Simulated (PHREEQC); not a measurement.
Make-up at 25 °C: 30 mmol/kgw CdCl2, 0.11 mmol/kgw NaF and 10 mmol/kgw NaCl. Closed to the air; pH follows from the charge balance.

Equilibrium calculation in PHREEQC: ion-association model, phreeqc.dat.

No solid was allowed to form.

### Question
Order these F species by the share of F that they hold, largest first: HF, NaF, CdF+, F-.

### Answer
F- (95 %), CdF+ (4.8 %), NaF (0.36 %), HF (0.25 %)

### Question
Order these Cl species by the share of Cl that they hold, largest first: CdCl2, CdCl+, Cl-, CdCl3-.

### Answer
Cl- (67 %), CdCl+ (26 %), CdCl2 (6.6 %), CdCl3- (0.29 %)

The pH is 5.65 and the ionic strength 0.0565 mol/kgw. Species that the database lacks are ignored.
